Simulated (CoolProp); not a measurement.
Vapour-liquid equilibrium of n-perfluorobutane (1) + R365MFC (2) at 304.7 K; x and y are mole fractions of (1).

The numbers come from the multi-fluid Helmholtz-energy mixture model, Gao 2022 and Lemmon 2016; pair parameters Bell 2016 in CoolProp.

```
x      bubble pressure (bar)  y at the bubble point  dew pressure at overall composition x (bar)  liquid density (mol/L)
-----  ---------------------  ---------------------  -------------------------------------------  ----------------------
0.05                   1.296                  0.446                                          ___                   8.244
0.125                  1.862                  0.628                                       0.8375                   8.025
0.2                    2.211                  0.698                                       0.9137                   7.814
0.275                  2.431                  0.734                                        1.005                   7.612
0.35                   2.579                  0.757                                        1.115                   7.418
0.425                  2.688                  0.775                                          ___                   7.234
0.5                    2.779                  0.791                                        1.427                   7.060
0.575                  2.862                  0.807                                        1.655                   6.896
0.65                   2.945                  0.825                                        1.961                   6.742
0.725                    ___                  0.848                                          ___                   6.600
0.8                    3.109                  0.877                                        2.829                   6.469
0.875                  3.186                  0.913                                        3.105                   6.349
0.95                   3.250                  0.960                                        3.239                   6.240
```

**Question.** Complete the blanks.

**Answer.** 
- 0.05, dew pressure at overall composition x (bar): 0.7729
- 0.425, dew pressure at overall composition x (bar): 1.253
- 0.725, bubble pressure (bar): 3.028
- 0.725, dew pressure at overall composition x (bar): 2.374

No azeotrope shows between x = 0.05 and 0.95.

Pair parameters are fitted to limited data, so mixtures are less certain than the pure fluids. With so large a gap from Raoult's law the liquid may split in two, which this calculation doesn't test in full.
